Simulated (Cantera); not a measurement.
**Equilibrium for silicon oxide and oxynitride deposition: TEOS + CO2**

Feed: 1 mol TEOS, 24 mol CO2, held at 705 Torr.

These are equilibrium values from Cantera (NASA tables, ideal gas, pure condensed phases), not measurements of a reactor. Candidate condensed phases: C, C6H6, C7H8, C8H18, H2O, Si, SiC, SiO2; 123 gas species. The feed counts by its element totals alone. The tables hold silica as quartz up to 1696 K and as liquid above; real silica turns to tridymite and cristobalite and melts near 1996 K. Gases not in the tables: Si(OH)4. Kinetics and transport are ignored.

```json
[
 {"T (K)": "525", "log p CO2": "-0.19", "log p CO": "-4.06", "log p H2O": "-0.54", "log p H2": "-2.47", "log p CH4": "-1.94", "log p H": "<-12", "n C(graphite)": "11.2", "n SiO2(α-quartz)": "1.00", "n SiO2(β-quartz)": "0", "n SiO2(condensed)": "0", "n SiO2(l)": "0"},
 {"T (K)": "675", "log p CO2": "-0.19", "log p CO": "-2.14", "log p H2O": "-0.62", "log p H2": "-1.48", "log p CH4": "-1.80", "log p H": "<-12", "n C(graphite)": "10.3", "n SiO2(α-quartz)": "1.00", "n SiO2(β-quartz)": "0", "n SiO2(condensed)": "0", "n SiO2(l)": "0"},
 {"T (K)": "825", "log p CO2": "-0.25", "log p CO": "-0.95", "log p H2O": "-0.82", "log p H2": "-0.97", "log p CH4": "-1.99", "log p H": "-11.59", "n C(graphite)": "7.32", "n SiO2(α-quartz)": "1.00", "n SiO2(β-quartz)": "0", "n SiO2(condensed)": "0", "n SiO2(l)": "0"},
 {"T (K)": "975", "log p CO2": "-0.48", "log p CO": "-0.41", "log p H2O": "-1.11", "log p H2": "-0.84", "log p CH4": "-2.93", "log p H": "-9.36", "n C(graphite)": "0", "n SiO2(α-quartz)": "0", "n SiO2(β-quartz)": "1.00", "n SiO2(condensed)": "0", "n SiO2(l)": "0"},
 {"T (K)": "1125", "log p CO2": "-0.52", "log p CO": "-0.38", "log p H2O": "-1.00", "log p H2": "-0.91", "log p CH4": "-4.84", "log p H": "-7.81", "n C(graphite)": "0", "n SiO2(α-quartz)": "0", "n SiO2(β-quartz)": "1.00", "n SiO2(condensed)": "0", "n SiO2(l)": "0"},
 {"T (K)": "1275", "log p CO2": "-0.54", "log p CO": "-0.37", "log p H2O": "-0.93", "log p H2": "-0.97", "log p CH4": "-6.32", "log p H": "-6.62", "n C(graphite)": "0", "n SiO2(α-quartz)": "0", "n SiO2(β-quartz)": "1.00", "n SiO2(condensed)": "0", "n SiO2(l)": "0"},
 {"T (K)": "1425", "log p CO2": "-0.56", "log p CO": "-0.35", "log p H2O": "-0.88", "log p H2": "-1.03", "log p CH4": "-7.50", "log p H": "-5.68", "n C(graphite)": "0", "n SiO2(α-quartz)": "0", "n SiO2(β-quartz)": "1.00", "n SiO2(condensed)": "0", "n SiO2(l)": "0"},
 {"T (K)": "1575", "log p CO2": "-0.58", "log p CO": "-0.34", "log p H2O": "-0.85", "log p H2": "-1.08", "log p CH4": "-8.45", "log p H": "-4.92", "n C(graphite)": "0", "n SiO2(α-quartz)": "0", "n SiO2(β-quartz)": "1.00", "n SiO2(condensed)": "0", "n SiO2(l)": "0"},
 {"T (K)": "1725", "log p CO2": "-0.59", "log p CO": "-0.34", "log p H2O": "-0.83", "log p H2": "-1.12", "log p CH4": "-9.24", "log p H": "-4.29", "n C(graphite)": "0", "n SiO2(α-quartz)": "0", "n SiO2(β-quartz)": "0", "n SiO2(condensed)": "1.000", "n SiO2(l)": "0"},
 {"T (K)": "1875", "log p CO2": "-0.60", "log p CO": "-0.33", "log p H2O": "-0.81", "log p H2": "-1.15", "log p CH4": "-9.90", "log p H": "-3.76", "n C(graphite)": "0", "n SiO2(α-quartz)": "0", "n SiO2(β-quartz)": "0", "n SiO2(condensed)": "1.000", "n SiO2(l)": "0"},
 {"T (K)": "2025", "log p CO2": "-0.61", "log p CO": "-0.33", "log p H2O": "-0.80", "log p H2": "-1.19", "log p CH4": "-10.46", "log p H": "-3.31", "n C(graphite)": "0", "n SiO2(α-quartz)": "0", "n SiO2(β-quartz)": "0", "n SiO2(condensed)": "0", "n SiO2(l)": "0.998"}
]
```
log p: log10 of the partial pressure in bar; n: condensed amount in mol.

From 525 K to 825 K the condensed part is C(graphite) + SiO2(α-quartz). From 975 K to 1575 K the condensed part is SiO2(β-quartz). From 1725 K to 1875 K the condensed part is SiO2(condensed). At 2025 K the condensed part is SiO2(l).
